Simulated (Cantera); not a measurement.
# Equilibrium for fluorocarbon and chlorocarbon gases: C2F6

Input: 1 mol C2F6, held at 1625 K.

Cantera equilibrium calculation (NASA polynomials, part measured and part estimated; ideal gas, pure solids and liquids). Candidate condensed phases: C; 13 gas species. The feed counts by its element totals alone. Gases not in the tables: C2F6 and larger saturated fluorocarbons. Kinetics and transport are ignored.

```
P (Pa)  log p CF4  log p F  log p CF2  log p CF3  log p CF  n C(graphite)
------  ---------  -------  ---------  ---------  --------  -------------
1           -5.07    -6.12      -6.16      -7.70     -9.46          0.473
10          -4.02    -5.86      -5.63      -6.91     -9.19          0.487
100         -3.00    -5.61      -5.12      -6.15     -8.94          0.495
1000        -2.00    -5.36      -4.62      -5.40     -8.69          0.498
10000       -1.00    -5.11      -4.12      -4.65     -8.44          0.499
100000       0.00    -4.86      -3.62      -3.90     -8.19          0.500
```
log p: log10 of the partial pressure in bar; n: condensed amount in mol.

From 1.00 Pa to 1.00 bar the condensed part is C(graphite). The main C-bearing gas is CF4 throughout.
